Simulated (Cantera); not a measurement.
Charge: 1 mol AlCl3, 1.3 mol O2, 8.3 mol H2, 0.93 mol NH3, at 1725 °C and 100 Torr.

Method: chemical equilibrium by Gibbs-energy minimisation in Cantera with the NASA 1993 tables (ideal gas, pure condensed phases). Candidate condensed phases: Al, AlCl3, AlN, Al2O3, H2O, NH4Cl; 45 gas species. Gases not in the tables: Al(OH)3. Equilibrium is a limit: real reactors are often held back by kinetics, nucleation or transport.

Base state: H2 0.606, HCl 0.256, H2O 0.0941, N2 0.0398, H 0.00342, Cl 0.00107, OH 5.29e-5, AlCl 1.85e-5 (mole fractions); condensed: Al2O3(s).

Problem. What changes in the equilibrium state with this change: NH3 from 0.93 to 0.34 mol?

Solution. 
```tsv
species	before	after
H2	0.606	0.590
HCl	0.256	0.284
H2O	0.0941	0.105
N2	0.0398	0.0162
AlCl	1.85e-5	1.71e-5
AlCl3	9.43e-6	1.11e-5
Cl	0.00107	0.00121
OH	5.29e-5	5.96e-5
Al2O3(s), mol	0.500	0.500
```

Problem. What changes in the equilibrium state with this change: temperature from 1725 °C to 752 °C?

Solution. 
```tsv
species	before	after
H2	0.606	0.608
HCl	0.256	0.257
H2O	0.0941	0.0943
H	0.00342	9.31e-9
N2	0.0398	0.0399
AlCl	1.85e-5	<1e-9
Cl	0.00107	3.63e-9
OH	5.29e-5	<1e-9
Al2O3(s), mol	0.500	0.500
```

Problem. What changes in the equilibrium state with this change: H2 from 8.3 to 3.7 mol?

Solution. 
```csv
species,before,after
HCl,0.256,0.421
H2,0.606,0.352
H2O,0.0941,0.155
N2,0.0398,0.0657
AlCl3,9.43e-6,1.99e-5
AlCl,1.85e-5,8.37e-6
OH,5.29e-5,0.000114
Cl,0.00107,0.00232
"Al2O3(s), mol",0.500,0.500
```
